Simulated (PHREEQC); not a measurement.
Polishing slurry liquid with metal-bearing waste water: speciation

Solution A (0.004 mol/kgw HNO3, 0.0034 mol/kgw K2SO4 and 0.00076 mol/kgw KH2PO4) is mixed with solution B (0.024 mol/kgw FeCl3, 2.6e-05 mol/kgw Na2SeO4 and 0.22 mol/kgw NaCl) at 25 °C; shares are by mass of water, 1 kg in all. O2 is buffered at 0.21 atm. No CO2 enters from the air. The run lets Fe(OH)3(a), Strengite, Jarosite-K, Jarosite-Na, Halite, Mirabilite precipitate or redissolve, and no other solid.

Equilibrium calculation in PHREEQC: ion-association model, wateq4f.dat.

```tsv
share of solution B	pH	Jarosite-K (mol)	Strengite (mol)	Fe in solution (mol/kgw)	SeO4-2 (mol/kgw)	SO4-2 (mol/kgw)	H2PO4- (mol/kgw)	FeCl+2 (mol/kgw)
0	2.53	0	0	0	0	0.00275	0.000549	0
0.1	2.21	0.000438	0.000681	0.000407	2.23e-6	0.00136	2.67e-7	3.54e-5
0.2	2.08	0.000899	0.000602	0.00150	4.34e-6	0.000409	1.03e-7	0.000381
0.25	2.07	0.000958	0.000563	0.00256	5.44e-6	0.000239	6.74e-8	0.000803
0.35	2.09	0.000909	0.000487	0.00519	7.76e-6	0.000124	3.88e-8	0.00194
0.45	2.13	0.000790	0.000412	0.00802	1.02e-5	8.54e-5	2.73e-8	0.00324
0.55	2.16	0.000647	0.000336	0.0109	1.26e-5	6.76e-5	2.11e-8	0.00458
0.65	2.20	0.000494	0.000261	0.0139	1.51e-5	5.83e-5	1.70e-8	0.00592
0.75	2.24	0.000332	0.000186	0.0168	1.76e-5	5.43e-5	1.42e-8	0.00724
0.8	2.26	0.000248	0.000148	0.0183	1.89e-5	5.41e-5	1.30e-8	0.00789
0.9	2.29	6.99e-5	7.23e-5	0.0213	2.14e-5	5.98e-5	1.11e-8	0.00915
1	2.31	0	0	0.0240	2.39e-5	0	0	0.0105
```

Jarosite-K from share of solution B = 0.05 (pH 2.34), last present at share of solution B = 0.9; Strengite from share of solution B = 0.05 (pH 2.34), last present at share of solution B = 0.95.

H3PO4, which wateq4f.dat lacks, is added to it with the constant of phreeqc.dat.
